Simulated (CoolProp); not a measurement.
The fluid at 293.15 K and 0.157 MPa is compressed adiabatically to 0.642 MPa with isentropic efficiency 0.75. The same conditions are run with several fluids, on thermodynamics alone (safety and materials aside).

The numbers come from the reference Helmholtz-energy equation of state of each fluid (R410A: Lemmon 2003; CH2F2 (R32): Tillner-Roth 1997; sulfur hexafluoride: Guder 2009; R404A: Lemmon 2003; R134a: Tillner-Roth 1994) in CoolProp. Blends and air are pseudo-pure fits.

```json
[
 {"fluid": "R410A", "work (kJ/kg)": "67.6", "final temperature (K)": "375.1", "final density (kg/m³)": "___"},
 {"fluid": "CH2F2 (R32)", "work (kJ/kg)": "___", "final temperature (K)": "404.6", "final density (kg/m³)": "___"},
 {"fluid": "sulfur hexafluoride", "work (kJ/kg)": "32.3", "final temperature (K)": "___", "final density (kg/m³)": "34.5"},
 {"fluid": "R404A", "work (kJ/kg)": "___", "final temperature (K)": "350.8", "final density (kg/m³)": "22.9"},
 {"fluid": "R134a", "work (kJ/kg)": "___", "final temperature (K)": "350.7", "final density (kg/m³)": "24.3"}
]
```

Q: Fill in the missing entries.

A: 
- R410A, final density (kg/m³): 15.5
- CH2F2 (R32), work (kJ/kg): 98.2
- CH2F2 (R32), final density (kg/m³): 10.2
- sulfur hexafluoride, final temperature (K): 342.6
- R404A, work (kJ/kg): 48.1
- R134a, work (kJ/kg): 45.6
